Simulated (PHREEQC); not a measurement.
Consider water at 25 °C with 0.011 mol/kgw HCl, 0.13 mol/kgw Li2SO4 and 0.0037 mol/kgw MnSO4. Closed to the air; pH follows from the charge balance.

Computed with PHREEQC (ion-association model, phreeqc.dat).

This is a speciation only: nothing precipitates in the calculation.

### Question
Order these S species by the share of S that they hold, largest first: MnSO4, HSO4-, LiSO4-, SO4-2.

### Answer
SO4-2 (74 %), LiSO4- (19 %), HSO4- (5.8 %), MnSO4 (1.4 %)

The pH is 2.60 and the ionic strength 0.343 mol/kgw. Complexes and solids missing from the database can't appear.
